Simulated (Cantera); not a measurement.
What does this Cantera script print?

```python
import numpy as np
import cantera as ct

gas = ct.Solution("gri30.yaml")


def delay(T, t_max=10):
    gas.TPX = T, 160000, {'CO': 1, 'H2': 0.046, 'O2': 0.475, 'N2': 1.79}
    reactor = ct.IdealGasReactor(gas, clone=False)
    net = ct.ReactorNet([reactor])
    net.rtol, net.atol = 1e-8, 1e-16
    while net.time < t_max:
        t_old, T_old = net.time, reactor.T
        net.step()
        if reactor.T > T + 400:  # ignition: a rise of 400 K
            return t_old + (T + 400 - T_old) / (reactor.T - T_old) * (net.time - t_old)
    return np.nan


taus = []
for T in [948, 1023, 1098, 1173, 1248, 1323, 1398, 1473, 1548]:
    taus.append(delay(T))
    print(f"T0 = {T:6g} K   tau = {taus[-1]:.4e} s")
```

Output:

```
T0 =    948 K   tau = 8.7562e-03 s
T0 =   1023 K   tau = 6.8406e-04 s
T0 =   1098 K   tau = 2.0779e-04 s
T0 =   1173 K   tau = 1.1334e-04 s
T0 =   1248 K   tau = 7.7389e-05 s
T0 =   1323 K   tau = 5.9426e-05 s
T0 =   1398 K   tau = 4.9120e-05 s
T0 =   1473 K   tau = 4.2757e-05 s
T0 =   1548 K   tau = 3.8719e-05 s
```

Computed with Cantera and GRI-Mech 3.0 (53 species, 325 reactions). Below about 950 K walls govern HO2 and H2O2 in real vessels. Where the delays flatten at high temperature, the 400 K rule measures the pace of heat release, not the induction time.
